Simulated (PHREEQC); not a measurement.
Polishing slurry liquid

Consider water at 50 °C with 2.4 mmol/kgw K2CO3, 0.11 mmol/kgw KNO3 and 11 mmol/kgw KH2PO4. Closed to the air; pH follows from the charge balance.

Model: ion-association model, phreeqc.dat, run in PHREEQC.

No solid was allowed to form.

Question: What pH, ionic strength, specific conductance does the model give?

Answer: pH 6.57; ionic strength 0.0190 mol/kgw; specific conductance 2640 µS/cm.

Question: In which forms is P present?

Answer: H2PO4- 71 %, HPO4-2 28 % of the P.

Complexes and solids missing from the database can't appear. Away from 25 °C the constants follow the database's enthalpies or fits; those with neither stay at their 25 °C values.
